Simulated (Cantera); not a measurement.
A Cantera script and what it prints.

```python
import numpy as np
import cantera as ct

gas_names = """
    H H2 Pb Pb2
""".split()
cond_names = """
    Pb(cr) Pb(L)
""".split()


# ... load() reads the species with a 1 bar reference pressure and builds the phases ...
atoms = {
    'Pb': {'Pb': 1},
    'H2': {'H': 2},
}
top_T = {}  # K; cautious upper limits of use, not melting points


# ... equilibrate(T, P, feed) seeds the gas with the atoms and calls Mixture.equilibrate('TP', solver="vcs", rtol=1e-11, max_steps=5000) ...
results = []
feed = {'Pb': 1, 'H2': 64}  # mol
T = 1473  # K
P = 133.322  # Pa
mix = equilibrate(T, P, feed)
results.append((T, P, feed, dict(zip(mix.species_names, mix.species_moles))))
print(gas.report(threshold=1e-06))
for i in range(1, mix.n_phases):
    print(f"{mix.phase(i).name:16s} {mix.phase_moles(i):12.5e} mol")
```

Output:

```
       temperature   1473 K
          pressure   133.32 Pa
           density   5.63e-05 kg/m^3
  mean mol. weight   5.1718 kg/kmol
   phase of matter   gas

                          1 kg             1 kmol
                     ---------------   ---------------
          enthalpy        7.4184e+06        3.8366e+07  J
   internal energy        5.0503e+06        2.6119e+07  J
           entropy             45341        2.3449e+05  J/K
    Gibbs function       -5.9369e+07       -3.0704e+08  J
 heat capacity c_p            6203.3             32082  J/K
 heat capacity c_v            4595.6             23768  J/K

                      mass frac. Y      mole frac. X     chem. pot. / RT
                     ---------------   ---------------   ---------------
                 H        6.6997e-05        0.00034374           -12.593
                H2           0.38368           0.98427           -25.186
                Pb           0.61626          0.015382           -17.949
     [   +1 minor]        4.7211e-07        5.8921e-09

Pb(L)             0.00000e+00 mol
```

These are equilibrium values from Cantera (NASA tables, ideal gas, pure condensed phases), not measurements of a reactor.
